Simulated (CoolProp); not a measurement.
Model: reference Helmholtz-energy equation of state, Span 2000, in CoolProp.

Give the vapour pressure (bar), enthalpy of vaporisation (kJ/kg), surface tension (mN/m), vapour viscosity (µPa s) of saturated nitrogen at 75.3, 85, 88.2 K.


| T (K) | p (bar) | enthalpy of vaporisation (kJ/kg) | surface tension (mN/m) | vapour viscosity (µPa s) |
|---|---|---|---|---|
| 75.3 | 0.790 | 202 | 9.35 | 5.29 |
| 85 | 2.29 | 189 | 7.18 | 6.06 |
| 88.2 | 3.08 | 183 | 6.49 | 6.33 |

Viscosity comes from a separate model (Lemmon 2004). Surface tension comes from a separate correlation (Mulero 2012).
